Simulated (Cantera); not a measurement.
Mixture: C3H8 : O2 : N2 : H2O = 1 : 3.85 : 16.2 : 1.6 (molar parts), equivalence ratio 1.3, at 6.60 bar, adiabatic and at constant pressure. Ignition delay is the time to a rise of 400 K.

Cantera simulation using GRI-Mech 3.0 (53 species, 325 reactions); the numbers are that mechanism's predictions, not measurements. GRI-Mech 3.0 was tuned for natural gas; its chemistry of propane as a main component is partial and can be far from experiment.

Q: What does this change do: constant volume in place of constant pressure?

A: 
| quantity | before | after |
|---|---|---|
| delay at 1323 K | 0.308 ms | 0.284 ms |
| delay at 1423 K | 74.9 µs | 68.0 µs |
| delay at 1523 K | 24.1 µs | 21.6 µs |
| delay at 1623 K | 9.96 µs | 8.75 µs |
| delay at 1723 K | 5.02 µs | 4.34 µs |
| apparent activation energy between 1623 and 1723 K | 160 kJ/mol | 160 kJ/mol |

Q: What does this change do: pressure from 6.60 bar to 7.80 bar?

A: 
```json
[
 {"quantity": "delay at 1323 K", "before": "0.308 ms", "after": "0.279 ms"},
 {"quantity": "delay at 1423 K", "before": "74.9 µs", "after": "67.9 µs"},
 {"quantity": "delay at 1523 K", "before": "24.1 µs", "after": "21.8 µs"},
 {"quantity": "delay at 1623 K", "before": "9.96 µs", "after": "8.95 µs"},
 {"quantity": "delay at 1723 K", "before": "5.02 µs", "after": "4.48 µs"},
 {"quantity": "apparent activation energy between 1623 and 1723 K", "before": "160 kJ/mol", "after": "160 kJ/mol"}
]
```

Q: What does this change do: O2 3.85 to 5.8 parts?

A: 
```
quantity                                                before       after
--------------------------------------------------  ----------  ----------
delay at 1323 K                                       0.308 ms    0.232 ms
delay at 1423 K                                        74.9 µs     56.2 µs
delay at 1523 K                                        24.1 µs     18.1 µs
delay at 1623 K                                        9.96 µs     7.47 µs
delay at 1723 K                                        5.02 µs     3.78 µs
apparent activation energy between 1623 and 1723 K  160 kJ/mol  160 kJ/mol
```
